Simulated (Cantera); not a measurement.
# Ignition delay

Mixture: 4.86 % CH4, 20.3 % O2, 74.9 % N2, at 750 Torr, adiabatic and at constant volume. Ignition delay is the time to a rise of 400 K.

Model: GRI-Mech 3.0 (53 species, 325 reactions), integrated in Cantera.

```tsv
T0 (K)	delay (ms)
1223	21.5
1273	10.9
1323	5.78
1373	3.20
1423	1.86
1473	1.13
1523	0.714
1573	0.471
1623	0.322
```

| Item | Result |
|---|---|
| apparent activation energy between 1523 and 1623 K | 160 kJ/mol |
